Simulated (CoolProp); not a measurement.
The fluid at 298.15 K and 2.93 MPa is throttled through a valve to 0.161 MPa with no heat exchange. The same conditions are run with several fluids, on thermodynamics alone (safety and materials aside).

Model: reference Helmholtz-energy equation of state of each fluid (decamethylcyclopentasiloxane (D5): Thol 2019; ethanol: Schroeder 2014; methanol: de Reuck 1993; propylene glycol: Eisenbach 2021; tetrahydrofuran: Fiedler 2023), in CoolProp.

```csv
fluid,temperature change (K),final density (kg/m³)
decamethylcyclopentasiloxane (D5),+1.1,953
ethanol,+1.0,784
methanol,+0.9,786
propylene glycol,+0.8,1030
tetrahydrofuran,+1.1,881
```
